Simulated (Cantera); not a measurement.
Feed: 1 mol Si3N4, 0.5 mol CO2, 980 mol N2, at 1.80 bar.

Cantera equilibrium calculation (NASA polynomials, part measured and part estimated; ideal gas, pure solids and liquids). Candidate condensed phases: C, Si, SiC, SiO2, Si2N2O, Si3N4; 34 gas species. Mutual solubility and eutectic melting of coexisting phases are not modelled. The numbers say what is thermodynamically allowed, not how fast it happens.

Q: What share of the Si ends up in condensed phases as a function of T (°C), at 1427, 1477, 1527, 1577, 1627, 1677, 1727, 1777, 1827?

A: 
| T (°C) | Si condensed (%) | as |
|---|---|---|
| 1427 | 99.9 | Si2N2O(s) + Si3N4(s) |
| 1477 | 99.7 | Si2N2O(s) + Si3N4(s) |
| 1527 | 99.0 | Si2N2O(s) + Si3N4(s) |
| 1577 | 97.2 | Si2N2O(s) + Si3N4(s) |
| 1627 | 92.5 | Si2N2O(s) + Si3N4(s) |
| 1677 | 83.2 | Si3N4(s) |
| 1727 | 83.1 | Si3N4(s) |
| 1777 | 82.6 | Si3N4(s) |
| 1827 | 81.5 | Si3N4(s) |
